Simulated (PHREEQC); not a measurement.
Solution A (56 mmol/kgw NaOH and 0.044 mmol/kgw H4SiO4) is mixed with solution B (5.9 mmol/kgw Cu(NO3)2) at 20 °C; shares are by mass of water, 1 kg in all. Oxygen alone is held at its pressure in air (log pO2 = -0.68). CO2 from the air is kept out. The run lets Cu(OH)2, Cu2(OH)3NO3, SiO2(a) precipitate or redissolve, and no other solid.

Model: ion-association model, wateq4f.dat, run in PHREEQC.

```json
[
 {"share of solution B": "0", "pH": "12.82", "Cu(OH)2 (mol)": "0", "Cu2(OH)3NO3 (mol)": "0", "N in solution (mol/kgw)": "0", "Cu in solution (mol/kgw)": "0", "Cu+2 (mol/kgw)": "0"},
 {"share of solution B": "0.05", "pH": "12.80", "Cu(OH)2 (mol)": "0.000260", "Cu2(OH)3NO3 (mol)": "0", "N in solution (mol/kgw)": "0.000590", "Cu in solution (mol/kgw)": "3.53e-5", "Cu+2 (mol/kgw)": "0"},
 {"share of solution B": "0.1", "pH": "12.77", "Cu(OH)2 (mol)": "0.000557", "Cu2(OH)3NO3 (mol)": "0", "N in solution (mol/kgw)": "0.00118", "Cu in solution (mol/kgw)": "3.29e-5", "Cu+2 (mol/kgw)": "0"},
 {"share of solution B": "0.2", "pH": "12.71", "Cu(OH)2 (mol)": "0.00115", "Cu2(OH)3NO3 (mol)": "0", "N in solution (mol/kgw)": "0.00236", "Cu in solution (mol/kgw)": "2.87e-5", "Cu+2 (mol/kgw)": "0"},
 {"share of solution B": "0.25", "pH": "12.68", "Cu(OH)2 (mol)": "0.00145", "Cu2(OH)3NO3 (mol)": "0", "N in solution (mol/kgw)": "0.00295", "Cu in solution (mol/kgw)": "2.68e-5", "Cu+2 (mol/kgw)": "0"},
 {"share of solution B": "0.3", "pH": "12.64", "Cu(OH)2 (mol)": "0.00175", "Cu2(OH)3NO3 (mol)": "0", "N in solution (mol/kgw)": "0.00354", "Cu in solution (mol/kgw)": "2.50e-5", "Cu+2 (mol/kgw)": "0"},
 {"share of solution B": "0.35", "pH": "12.60", "Cu(OH)2 (mol)": "0.00204", "Cu2(OH)3NO3 (mol)": "0", "N in solution (mol/kgw)": "0.00413", "Cu in solution (mol/kgw)": "2.34e-5", "Cu+2 (mol/kgw)": "0"},
 {"share of solution B": "0.4", "pH": "12.55", "Cu(OH)2 (mol)": "0.00234", "Cu2(OH)3NO3 (mol)": "0", "N in solution (mol/kgw)": "0.00472", "Cu in solution (mol/kgw)": "2.19e-5", "Cu+2 (mol/kgw)": "0"},
 {"share of solution B": "0.45", "pH": "12.50", "Cu(OH)2 (mol)": "0.00263", "Cu2(OH)3NO3 (mol)": "0", "N in solution (mol/kgw)": "0.00531", "Cu in solution (mol/kgw)": "2.05e-5", "Cu+2 (mol/kgw)": "0"},
 {"share of solution B": "0.55", "pH": "12.37", "Cu(OH)2 (mol)": "0.00323", "Cu2(OH)3NO3 (mol)": "0", "N in solution (mol/kgw)": "0.00649", "Cu in solution (mol/kgw)": "1.81e-5", "Cu+2 (mol/kgw)": "0"},
 {"share of solution B": "0.6", "pH": "12.29", "Cu(OH)2 (mol)": "0.00352", "Cu2(OH)3NO3 (mol)": "0", "N in solution (mol/kgw)": "0.00708", "Cu in solution (mol/kgw)": "1.71e-5", "Cu+2 (mol/kgw)": "0"},
 {"share of solution B": "0.65", "pH": "12.18", "Cu(OH)2 (mol)": "0.00382", "Cu2(OH)3NO3 (mol)": "0", "N in solution (mol/kgw)": "0.00767", "Cu in solution (mol/kgw)": "1.63e-5", "Cu+2 (mol/kgw)": "0"},
 {"share of solution B": "0.7", "pH": "12.04", "Cu(OH)2 (mol)": "0.00411", "Cu2(OH)3NO3 (mol)": "0", "N in solution (mol/kgw)": "0.00826", "Cu in solution (mol/kgw)": "1.55e-5", "Cu+2 (mol/kgw)": "0"},
 {"share of solution B": "0.75", "pH": "11.83", "Cu(OH)2 (mol)": "0.00441", "Cu2(OH)3NO3 (mol)": "0", "N in solution (mol/kgw)": "0.00885", "Cu in solution (mol/kgw)": "1.49e-5", "Cu+2 (mol/kgw)": "0"},
 {"share of solution B": "0.8", "pH": "11.36", "Cu(OH)2 (mol)": "0.00471", "Cu2(OH)3NO3 (mol)": "0", "N in solution (mol/kgw)": "0.00944", "Cu in solution (mol/kgw)": "1.43e-5", "Cu+2 (mol/kgw)": "1.91e-14"},
 {"share of solution B": "0.9", "pH": "5.84", "Cu(OH)2 (mol)": "0", "Cu2(OH)3NO3 (mol)": "0.00184", "N in solution (mol/kgw)": "0.00878", "Cu in solution (mol/kgw)": "0.00162", "Cu+2 (mol/kgw)": "0.00156"},
 {"share of solution B": "0.95", "pH": "5.58", "Cu(OH)2 (mol)": "0", "Cu2(OH)3NO3 (mol)": "0.000903", "N in solution (mol/kgw)": "0.0103", "Cu in solution (mol/kgw)": "0.00380", "Cu+2 (mol/kgw)": "0.00371"},
 {"share of solution B": "1", "pH": "4.93", "Cu(OH)2 (mol)": "0", "Cu2(OH)3NO3 (mol)": "0", "N in solution (mol/kgw)": "0.0118", "Cu in solution (mol/kgw)": "0.00590", "Cu+2 (mol/kgw)": "0.00589"}
]
```

Cu(OH)2 from share of solution B = 0.05 (pH 12.80), last present at share of solution B = 0.85; Cu2(OH)3NO3 from share of solution B = 0.85 (pH 6.14), last present at share of solution B = 0.95.

The database's constant for dissolved Cu(OH)2 is higher than later reviews accept.
